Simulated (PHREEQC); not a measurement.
## Polishing slurry liquid (model solution)

Dissolve 23 mmol/kgw NH3, 0.041 mmol/kgw H4SiO4 and 3.7 mmol/kgw CO2 at 25 °C. Closed to the air; pH follows from the charge balance.

Equilibrium calculation in PHREEQC: ion-association model, phreeqc.dat.

Each row changes one thing in this solution. No solid was allowed to form.

```csv
case,pH,ionic strength (mol/kgw),HCO3- (mol/kgw),CO3-2 (mol/kgw),CO2 (mol/kgw)
as made,9.85,0.00599,0.00260,0.00110,7.62e-7
H4SiO4 from 4.1e-05 to 8.2e-06 mol/kgw,9.85,0.00598,0.00260,0.00110,7.59e-7
CO2 replaced by NH4HCO3 at the same molality,9.92,0.00626,0.00248,0.00122,6.22e-7
0.043 mol/kgw KCl added,9.88,0.0496,0.00229,0.00142,5.61e-7
NH3 left out,4.39,4.06e-5,4.06e-5,4.83e-11,0.00366
H4SiO4 left out,9.85,0.00598,0.00260,0.00110,7.58e-7
diluted 2-fold with water,9.84,0.00296,0.00134,0.000514,4.10e-7
diluted 100-fold with water,9.54,8.32e-5,3.17e-5,5.31e-6,2.03e-8
H4SiO4 replaced by (NH4)2SiF6 at the same molality,9.83,0.00617,0.00264,0.00106,8.09e-7
```

Species that the database lacks are ignored.
